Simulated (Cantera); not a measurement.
## Stirred combustor or abatement burner

A perfectly stirred reactor is fed with 16.5 % H2, 17.5 % O2, 66.0 % N2, equivalence ratio 0.47, at 1650 Torr; it is adiabatic with a 375 K inlet, and is followed from long to short residence time, starting on the burning branch (τ in s: 0.039, 0.016, 0.0066, 0.0027, 0.0011, 0.00046, 0.00019, 7.9e-05, 3.3e-05).

Cantera simulation using the H2/O2 subset of GRI-Mech 3.0, which has no nitrogen chemistry; the numbers are that mechanism's predictions, not measurements. The hydrogen kinetics of GRI-Mech 3.0 are dated; newer H2 mechanisms differ, most at raised pressure.

```csv
τ (s),T (K),x H2,x O2,x OH,x H2O2,x H2O,x HO2
0.039,1643,0.000139,0.101,0.000838,2.57e-7,0.179,3.91e-6
0.016,1640,0.000250,0.100,0.00111,3.81e-7,0.179,6.78e-6
0.0066,1636,0.000449,0.100,0.00148,5.58e-7,0.179,1.16e-5
0.0027,1630,0.000810,0.100,0.00195,8.09e-7,0.178,1.96e-5
0.0011,1619,0.00146,0.100,0.00255,1.17e-6,0.177,3.20e-5
0.00046,1601,0.00257,0.100,0.00324,1.69e-6,0.175,4.91e-5
0.00019,1570,0.00459,0.101,0.00398,2.54e-6,0.172,7.20e-5
7.9e-5,1518,0.00836,0.102,0.00456,4.11e-6,0.166,0.000100
3.3e-5,1428,0.0168,0.105,0.00455,7.66e-6,0.155,0.000138
```
x: mole fraction; the columns are a selection and need not sum to one.
